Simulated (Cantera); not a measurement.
Dilute partial oxidation

An isothermal, constant-pressure homogeneous reactor starts with CH₃OH : O₂ : N₂ = 0.0087 : 0.0088 : 1 (molar parts), equivalence ratio 1.5, at 1048 K and 1000000 Pa.

Model: GRI-Mech 3.0 (53 species, 325 reactions), integrated in Cantera. GRI-Mech 3.0 was tuned for natural gas; its chemistry of methanol as a main component is partial and can be far from experiment.

```json
[
 {"t (s)": "7.00e-5", "x CH₃OH": "0.00855", "x O₂": "0.00865", "x HCO": "<1e-12", "x H₂O": "6.91e-10", "x CH₂CO": "<1e-12"},
 {"t (s)": "0.000256", "x CH₃OH": "0.00855", "x O₂": "0.00865", "x HCO": "<1e-12", "x H₂O": "2.54e-9", "x CH₂CO": "<1e-12"},
 {"t (s)": "0.000936", "x CH₃OH": "0.00855", "x O₂": "0.00865", "x HCO": "<1e-12", "x H₂O": "9.34e-9", "x CH₂CO": "<1e-12"},
 {"t (s)": "0.00343", "x CH₃OH": "0.00855", "x O₂": "0.00865", "x HCO": "<1e-12", "x H₂O": "3.51e-8", "x CH₂CO": "<1e-12"},
 {"t (s)": "0.0125", "x CH₃OH": "0.00855", "x O₂": "0.00865", "x HCO": "<1e-12", "x H₂O": "1.78e-7", "x CH₂CO": "<1e-12"},
 {"t (s)": "0.0458", "x CH₃OH": "0.00854", "x O₂": "0.00865", "x HCO": "1.35e-12", "x H₂O": "4.39e-6", "x CH₂CO": "<1e-12"},
 {"t (s)": "0.168", "x CH₃OH": "2.84e-8", "x O₂": "0.00112", "x HCO": "1.52e-10", "x H₂O": "0.0132", "x CH₂CO": "1.11e-10"},
 {"t (s)": "0.613", "x CH₃OH": "1.54e-11", "x O₂": "5.65e-5", "x HCO": "1.05e-10", "x H₂O": "0.0144", "x CH₂CO": "3.29e-12"},
 {"t (s)": "2.24", "x CH₃OH": "<1e-12", "x O₂": "6.15e-8", "x HCO": "2.98e-11", "x H₂O": "0.0143", "x CH₂CO": "<1e-12"},
 {"t (s)": "8.20", "x CH₃OH": "<1e-12", "x O₂": "9.03e-10", "x HCO": "5.80e-12", "x H₂O": "0.0142", "x CH₂CO": "<1e-12"},
 {"t (s)": "30.0", "x CH₃OH": "<1e-12", "x O₂": "4.49e-12", "x HCO": "2.22e-12", "x H₂O": "0.0141", "x CH₂CO": "<1e-12"}
]
```
x: mole fraction; the columns are a selection and need not sum to one.

Equilibrium at this temperature and pressure: CH₃OH <1e-12, O₂ <1e-12, HCO <1e-12, H₂O 0.0112, CH₂CO <1e-12 (gas phase only).
